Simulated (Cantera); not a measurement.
What does this Cantera script print?

```python
import numpy as np
import cantera as ct

gas_names = """
    CL CL2 H HCL H2 N NH NH2 NH3 N2 N2H2 N2H4
""".split()
cond_names = """
    NH4CL(a) NH4CL(b)
""".split()


# ... load() reads the species with a 1 bar reference pressure and builds the phases ...
atoms = {
    'HCl': {'H': 1, 'CL': 1},
    'H2': {'H': 2},
    'N2': {'N': 2},
}
top_T = {}  # K; cautious upper limits of use, not melting points


# ... equilibrate(T, P, feed) seeds the gas with the atoms and calls Mixture.equilibrate('TP', solver="vcs", rtol=1e-11, max_steps=5000) ...
results = []
T = 1675  # K
P = 160000  # Pa
for m in [0.42, 0.92, 2, 4.5, 10, 22, 49]:
    feed = {'HCl': 1, 'H2': 2.3, 'N2': m}  # mol
    mix = equilibrate(T, P, feed)
    results.append((T, P, feed, dict(zip(mix.species_names, mix.species_moles))))

top = {s: max(r[3][s] / sum(r[3][g] for g in gas_names) for r in results) for s in gas_names}
cols = sorted((s for s in top if top[s] > 1e-05), key=lambda s: -top[s])[:6]
seen = [c for c in cond_names if any(r[3].get(c, 0) > 1e-12 for r in results)]
print("log10 of partial pressures in bar; condensed amounts in mol")
print(f"{'n(N2)':>10s}" + "".join(f"{s[:9]:>10s}" for s in cols + seen))
for T, P, feed, n in results:
    ng = sum(n[g] for g in gas_names)
    print(f"{feed['N2']:10.4g}" + "".join(f"{np.log10(max(n[s] / ng * P / 1e5, 1e-99)):10.3f}" for s in cols)
          + "".join(f"{n.get(c, 0):10.4g}" for c in seen))
```

Result:

```
log10 of partial pressures in bar; condensed amounts in mol
     n(N2)        N2        H2       HCL         H        CL       NH3
      0.42    -0.743    -0.005    -0.366    -3.938    -4.407    -4.792
      0.92    -0.457    -0.060    -0.421    -3.965    -4.434    -4.731
         2    -0.219    -0.158    -0.520    -4.014    -4.484    -4.760
       4.5    -0.035    -0.326    -0.688    -4.098    -4.568    -4.920
        10     0.080    -0.558    -0.920    -4.214    -4.683    -5.210
        22     0.143    -0.837    -1.199    -4.354    -4.823    -5.597
        49     0.176    -1.153    -1.515    -4.512    -4.981    -6.054
```

Equilibrium computed with Cantera from the NASA thermochemical tables; the gas is ideal and each condensed phase is pure.
